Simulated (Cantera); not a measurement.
Equilibrium for calcination and drying: CaCO3 + C + O2

Feed: 1 mol CaCO3, a varied amount of C, 0.16 mol O2, held at 1975 K and 1.33 mbar.

Method: chemical equilibrium by Gibbs-energy minimisation in Cantera with the NASA 1993 tables (ideal gas, pure condensed phases). Candidate condensed phases: C, Ca, CaCO3, CaO; 15 gas species. Equilibrium is a limit: real reactors are often held back by kinetics, nucleation or transport.

```
n(C) (mol)  x CO2   x CO      x O2       x O     x Ca    x CaO  n CaO(s)
----------  -----  -----  --------  --------  -------  -------  --------
0.15        0.837  0.102    0.0575   0.00362  1.52e-6  4.24e-7     1.000
0.24        0.810  0.168    0.0199   0.00213  2.58e-6  4.24e-7     1.000
0.32        0.736  0.256   0.00710   0.00127  4.32e-6  4.24e-7     1.000
0.41        0.637  0.360   0.00270  0.000784  7.00e-6  4.24e-7     1.000
0.5         0.543  0.455   0.00122  0.000527  1.04e-5  4.24e-7     1.000
0.59        0.457  0.542  0.000611  0.000373  1.47e-5  4.24e-7     1.000
0.68        0.380  0.620  0.000323  0.000271  2.02e-5  4.24e-7     1.000
0.77        0.310  0.690  0.000174  0.000199  2.76e-5  4.24e-7     1.000
```
x: gas mole fraction; n: condensed amount in mol.

From 0.15 mol C to 0.77 mol C the condensed part is CaO(s). The main Ca-bearing gas is Ca throughout.
